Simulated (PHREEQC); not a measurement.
A solution holds 0.039 mol HCl, 0.0026 mol NiSO4 and 0.017 mol Na2SO4 per kg of water, at 20 °C. Closed to the air; pH follows from the charge balance.

Computed with PHREEQC (ion-association model, wateq4f.dat).

```yaml
pH: 1.61
ionic_strength: 0.0776 mol/kgw
total_alkalinity: -39.0 meq/kg
```

```csv
species,molality,activity,log γ
Cl-,0.0389,0.0305,-0.106
Na+,0.0334,0.0267,-0.097
H+,0.0293,0.0245,-0.077
HSO4-,0.00968,0.00769,-0.100
SO4-2,0.00881,0.00359,-0.390
Ni+2,0.00199,0.000803,-0.394
NaSO4-,0.000578,0.000465,-0.094
NiSO4,0.000528,0.000538,0.008
NiCl+,7.72e-5,6.15e-5,-0.098
NiCl2,6.70e-6,6.82e-6,0.008
Ni(SO4)2-2,2.68e-7,1.08e-7,-0.394
```

No solid was allowed to form.
